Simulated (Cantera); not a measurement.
A perfectly stirred reactor is fed with NH₃ : H₂ = 1 : 0.31 (molar parts), at 0.660 bar; it is held at 1775 K, and followed from long to short residence time.

Computed with Cantera and the gas-phase N/H chemistry of the illustrative SiF4/NH3 mechanism in the Surface Chemkin manual (1991). Walls and surfaces, which speed up NH3 decomposition in real reactors, are not modelled.

Task: What does this change do: temperature 1775 to 1275 K?

Result: 
```json
[
 {"quantity": "x(NH₃) at τ = 18.0 s", "before": "0.0528", "after": "0.762"},
 {"quantity": "x(H₂) at τ = 18.0 s", "before": "0.746", "after": "0.237"},
 {"quantity": "x(N₂H₄) at τ = 18.0 s", "before": "4.42e-9", "after": "1.95e-8"},
 {"quantity": "x(N₂H₂) at τ = 18.0 s", "before": "3.06e-8", "after": "1.49e-8"},
 {"quantity": "x(N₂) at τ = 18.0 s", "before": "0.201", "after": "0.000327"},
 {"quantity": "x(NH₃) at τ = 22.0 ms", "before": "0.738", "after": "0.763"},
 {"quantity": "x(H₂) at τ = 22.0 ms", "before": "0.255", "after": "0.237"},
 {"quantity": "x(N₂H₄) at τ = 22.0 ms", "before": "2.00e-7", "after": "1.71e-9"},
 {"quantity": "x(N₂H₂) at τ = 22.0 ms", "before": "1.50e-6", "after": "1.34e-9"},
 {"quantity": "x(N₂) at τ = 22.0 ms", "before": "0.00713", "after": "3.18e-8"}
]
```

Task: What does this change do: pressure from 0.660 bar to 0.190 bar?

Result: 
```tsv
quantity	before	after
x(NH₃) at τ = 18.0 s	0.0528	0.0874
x(H₂) at τ = 18.0 s	0.746	0.721
x(N₂H₄) at τ = 18.0 s	4.42e-9	4.02e-9
x(N₂H₂) at τ = 18.0 s	3.06e-8	1.01e-7
x(N₂) at τ = 18.0 s	0.201	0.192
x(NH₃) at τ = 22.0 ms	0.738	0.754
x(H₂) at τ = 22.0 ms	0.255	0.243
x(N₂H₄) at τ = 22.0 ms	2.00e-7	6.79e-8
x(N₂H₂) at τ = 22.0 ms	1.50e-6	1.81e-6
x(N₂) at τ = 22.0 ms	0.00713	0.00246
```
